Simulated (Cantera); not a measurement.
Feed: 1 mol BCl₃, 0.059 mol O₂, 0.13 mol N₂, 2.7 mol H₂O.

These are equilibrium values from Cantera (NASA tables, ideal gas, pure condensed phases), not measurements of a reactor. Candidate condensed phases: B, BN, B₂O₃, B₃O₃H₃, H₂O, NH₄Cl; 49 gas species. The tables' values for BCl₂ are old estimates. Gases not in the tables: H₃BO₃. Equilibrium is a limit: real reactors are often held back by kinetics, nucleation or transport.

Stable condensed phases, one row left out:

```
T in K \ P in Pa
             10     32    100    320   1000   3200  10000  32000 100000
   2150       A      A      A      A      A      A      A      A      A
   2075       A      A      A      A      A      A      A      A      A
   2000       A      A      A      A      A      A      A      A      A
   1925       A      A      A      A      A      A      A      A      A
   1850       A      A      A      A      A      A      A      A      B
   1775       A      A      A      A      A      A      A      B      B
   1625       A      A      A      A      A      B      B      B      B
   1550       A      A      A      A      B      B      B      B      B
```

A: gas only; B: B₂O₃.

Problem. Give the row for 1700 K.

Solution. 10: gas only; 32: gas only; 100: gas only; 320: gas only; 1000: gas only; 3200: gas only; 10000: B₂O₃; 32000: B₂O₃; 100000: B₂O₃.
